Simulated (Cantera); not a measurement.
A closed system holds: 1 mol CuO, 1.4 mol HF, 14 mol N2, held at 1775 K and 1330 Pa.

Cantera equilibrium calculation (NASA polynomials, part measured and part estimated; ideal gas, pure solids and liquids). Candidate condensed phases: Cu, CuF2, CuO, Cu(OH)2, Cu2O, H2O; 45 gas species. The numbers say what is thermodynamically allowed, not how fast it happens.

Base state: N2 0.848, HF 0.0608, Cu 0.0303, CuF 0.0240, O2 0.0235, H2O 0.0118, NO 0.00132, OH 0.000346 (mole fractions); condensed: Cu(l).

Task: What changes in the equilibrium state with this change: pressure from 1330 Pa to 100000 Pa?

Result: 
```json
[
 {"species": "N2", "before": "0.848", "after": "0.889"},
 {"species": "HF", "before": "0.0608", "after": "0.0794"},
 {"species": "O2", "before": "0.0235", "after": "0.0154"},
 {"species": "Cu", "before": "0.0303", "after": "0.000254"},
 {"species": "CuF", "before": "0.0240", "after": "0.00946"},
 {"species": "H2O", "before": "0.0118", "after": "0.00477"},
 {"species": "Cu2", "before": "5.20e-5", "after": "2.74e-7"},
 {"species": "H", "before": "1.33e-5", "after": "3.70e-7"},
 {"species": "CuF2", "before": "3.70e-6", "after": "6.87e-5"},
 {"species": "H2", "before": "2.84e-5", "after": "1.64e-6"},
 {"species": "Cu(l), mol", "before": "0.101", "after": "0"},
 {"species": "Cu2O(l), mol", "before": "0", "after": "0.423"}
]
```

Task: What changes in the equilibrium state with this change: temperature from 1775 K to 1073 K?

Result: 
```
species         before    after
------------  --------  -------
N2               0.848    0.895
HF              0.0608   0.0893
O2              0.0235   0.0160
Cu              0.0303    <1e-9
CuF             0.0240  9.57e-5
H2O             0.0118  7.19e-5
O             0.000127  1.36e-9
CuO            7.31e-5    <1e-9
Cu2            5.20e-5    <1e-9
Cu(l), mol       0.101        0
Cu2O(s), mol         0    0.499
```
